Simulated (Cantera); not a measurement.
What does this Cantera script print?

```python
import numpy as np
import cantera as ct

gas_names = """
    CL CL2 H HCL H2 Si SiCL SiCL2 SiCL3 SiCL4 SiH SiHCL3 SiH2 SiH2CL2 SiH3 SiH3CL SiH4 Si2 Si3
""".split()
cond_names = """
    Si(cr) Si(L)
""".split()


# ... load() reads the species with a 1 bar reference pressure and builds the phases ...
atoms = {
    'SiCl4': {'Si': 1, 'CL': 4},
    'HCl': {'H': 1, 'CL': 1},
    'H2': {'H': 2},
}
top_T = {}  # K; cautious upper limits of use, not melting points


# ... equilibrate(T, P, feed) seeds the gas with the atoms and calls Mixture.equilibrate('TP', solver="vcs", rtol=1e-11, max_steps=5000) ...
results = []
feed = {'SiCl4': 1, 'HCl': 4.1, 'H2': 3.8}  # mol
P = 390000  # Pa
for T in [1075, 1125, 1175, 1225, 1275, 1325, 1375, 1425, 1475, 1525]:
    mix = equilibrate(T, P, feed)
    results.append((T, P, feed, dict(zip(mix.species_names, mix.species_moles))))

top = {s: max(r[3][s] / sum(r[3][g] for g in gas_names) for r in results) for s in gas_names}
cols = sorted((s for s in top if top[s] > 0.0001), key=lambda s: -top[s])[:6]
seen = [c for c in cond_names if any(r[3].get(c, 0) > 1e-12 for r in results)]
print("log10 of partial pressures in bar; condensed amounts in mol")
print(f"{'T/K':>10s}" + "".join(f"{s[:9]:>10s}" for s in cols + seen))
for T, P, feed, n in results:
    ng = sum(n[g] for g in gas_names)
    print(f"{T:10.4g}" + "".join(f"{np.log10(max(n[s] / ng * P / 1e5, 1e-99)):10.3f}" for s in cols)
          + "".join(f"{n.get(c, 0):10.4g}" for c in seen))
```

Output:

```
log10 of partial pressures in bar; condensed amounts in mol
       T/K       HCL        H2     SiCL4     SiCL3    SiHCL3     SiCL2
      1075     0.256     0.220    -0.363    -3.785    -2.305    -6.007
      1125     0.256     0.220    -0.366    -3.413    -2.162    -5.369
      1175     0.257     0.219    -0.369    -3.074    -2.034    -4.789
      1225     0.258     0.218    -0.372    -2.765    -1.918    -4.259
      1275     0.259     0.217    -0.378    -2.483    -1.814    -3.774
      1325     0.260     0.215    -0.385    -2.225    -1.721    -3.331
      1375     0.262     0.213    -0.395    -1.992    -1.639    -2.926
      1425     0.265     0.210    -0.408    -1.781    -1.570    -2.558
      1475     0.269     0.206    -0.428    -1.593    -1.514    -2.226
      1525     0.274     0.201    -0.454    -1.428    -1.474    -1.929
```

Method: chemical equilibrium by Gibbs-energy minimisation in Cantera with the NASA 1993 tables (ideal gas, pure condensed phases). The tables' values for SiCl3 are old estimates; treat these amounts as uncertain.
